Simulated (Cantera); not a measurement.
Input (Python, Cantera) and output of one run.

```python
import numpy as np
import cantera as ct

gas_names = """
    AL ALCL ALCL2 ALCL3 ALN AL2 AL2CL6 CL CL2 N N2
""".split()
cond_names = """
    AL(cr) AL(L) ALCL3(s) ALCL3(L) ALN(s)
""".split()


# ... load() reads the species with a 1 bar reference pressure and builds the phases ...
atoms = {
    'AlN': {'AL': 1, 'N': 1},
    'Cl2': {'CL': 2},
    'N2': {'N': 2},
}
top_T = {'ALN(s)': 2750}  # K; cautious upper limits of use, not melting points


# ... equilibrate(T, P, feed) seeds the gas with the atoms and calls Mixture.equilibrate('TP', solver="vcs", rtol=1e-11, max_steps=5000) ...
results = []
feed = {'AlN': 1, 'Cl2': 4.3, 'N2': 0.59}  # mol
T = 1125  # K
P = 1333.22  # Pa
mix = equilibrate(T, P, feed)
results.append((T, P, feed, dict(zip(mix.species_names, mix.species_moles))))
print(gas.report(threshold=1e-05))
for i in range(1, mix.n_phases):
    print(f"{mix.phase(i).name:16s} {mix.phase_moles(i):12.5e} mol")
```

Result:

```
       temperature   1125 K
          pressure   1333.2 Pa
           density   0.010493 kg/m^3
  mean mol. weight   73.615 kg/kmol
   phase of matter   gas

                          1 kg             1 kmol
                     ---------------   ---------------
          enthalpy       -1.0983e+06       -8.0854e+07  J
   internal energy       -1.2254e+06       -9.0208e+07  J
           entropy            4564.9        3.3605e+05  J/K
    Gibbs function       -6.2338e+06        -4.589e+08  J
 heat capacity c_p            616.32             45370  J/K
 heat capacity c_v            503.38             37056  J/K

                      mass frac. Y      mole frac. X     chem. pot. / RT
                     ---------------   ---------------   ---------------
             ALCL3           0.36788           0.20312           -111.75
            AL2CL6        4.3154e-05        1.1913e-05            -223.5
                CL         0.0064154          0.013322           -17.138
               CL2            0.5414           0.56213           -34.276
                N2          0.084262           0.22142               -31
     [   +6 minor]        5.5182e-10        4.1502e-10

AL(L)             0.00000e+00 mol
ALCL3(L)          0.00000e+00 mol
ALN(s)            0.00000e+00 mol
```

Method: chemical equilibrium by Gibbs-energy minimisation in Cantera with the NASA 1993 tables (ideal gas, pure condensed phases).
